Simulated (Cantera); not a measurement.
A diamond (100) surface in a fixed gas of H2 with x(CH4) = 0.023, x(CH3) = 0.00062, at 923 K, 24000 Pa; coverages are run to steady state.

Model: the Harris–Goodwin 1993 mechanism for the reconstructed diamond (100) surface, integrated in Cantera.

θ: site fractions in the mechanism's names (c6HH fully hydrogenated, c6H* and c6*H radical sites, c6** diradical, c6HM methylated).

```json
[
 {"x(H)": "0.0001", "growth (µm/h)": "(withheld)", "θ c6HH": "0.137", "θ c6H*": "0.00212", "θ c6*H": "0.0550", "θ c6**": "0.000324", "θ c6HM": "0.635"},
 {"x(H)": "0.00023", "growth (µm/h)": "(withheld)", "θ c6HH": "0.221", "θ c6H*": "0.00372", "θ c6*H": "0.0962", "θ c6**": "0.000902", "θ c6HM": "0.534"},
 {"x(H)": "0.00054", "growth (µm/h)": "(withheld)", "θ c6HH": "0.340", "θ c6H*": "0.00594", "θ c6*H": "0.154", "θ c6**": "0.00195", "θ c6HM": "0.393"},
 {"x(H)": "0.0012", "growth (µm/h)": "(withheld)", "θ c6HH": "0.457", "θ c6H*": "0.00816", "θ c6*H": "0.210", "θ c6**": "0.00313", "θ c6HM": "0.253"},
 {"x(H)": "0.0029", "growth (µm/h)": "(withheld)", "θ c6HH": "0.558", "θ c6H*": "0.0101", "θ c6*H": "0.259", "θ c6**": "0.00420", "θ c6HM": "0.133"},
 {"x(H)": "0.0067", "growth (µm/h)": "48.7", "θ c6HH": "0.615", "θ c6H*": "0.0114", "θ c6*H": "0.287", "θ c6**": "0.00484", "θ c6HM": "0.0643"},
 {"x(H)": "0.015", "growth (µm/h)": "51.5", "θ c6HH": "0.644", "θ c6H*": "0.0123", "θ c6*H": "0.300", "θ c6**": "0.00519", "θ c6HM": "0.0303"},
 {"x(H)": "0.036", "growth (µm/h)": "53.1", "θ c6HH": "0.658", "θ c6H*": "0.0135", "θ c6*H": "0.306", "θ c6**": "0.00545", "θ c6HM": "0.0130"},
 {"x(H)": "0.083", "growth (µm/h)": "54.7", "θ c6HH": "0.664", "θ c6H*": "0.0157", "θ c6*H": "0.307", "θ c6**": "0.00574", "θ c6HM": "0.00577"}
]
```

Problem. Complete the blanks.

Solution. 
- 0.0001, growth (µm/h): 7.13
- 0.00023, growth (µm/h): 13.8
- 0.00054, growth (µm/h): 23.9
- 0.0012, growth (µm/h): 34.3
- 0.0029, growth (µm/h): 43.5
